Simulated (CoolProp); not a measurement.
Properties of ammonia along the isobar 3930 kPa.

Model: reference Helmholtz-energy equation of state, Gao 2020, in CoolProp.

| T (K) | phase | Z | speed of sound (m/s) | isothermal compressibility (1/MPa) |
|---|---|---|---|---|
| 392.8 | gas | 0.8389 | 448.7 | 0.3101 |
| 409.1 | gas | 0.8645 | 465.1 | 0.2984 |
| 425.4 | gas | 0.8846 | 479.8 | 0.2902 |
| 441.6 | gas | 0.9007 | 493.0 | 0.2842 |
| 457.9 | gas | 0.9140 | 505.4 | 0.2795 |
| 474.2 | gas | 0.9251 | 516.9 | 0.2758 |
| 490.4 | gas | 0.9344 | 527.8 | 0.2728 |
| 506.7 | gas | 0.9423 | 538.3 | 0.2703 |
| 523 | gas | 0.9491 | 548.3 | 0.2683 |
| 539.2 | gas | 0.9550 | 557.9 | 0.2666 |
| 555.5 | gas | 0.9601 | 567.2 | 0.2651 |
| 571.8 | gas | 0.9646 | 576.2 | 0.2638 |
| 588 | gas | 0.9685 | 584.9 | 0.2627 |
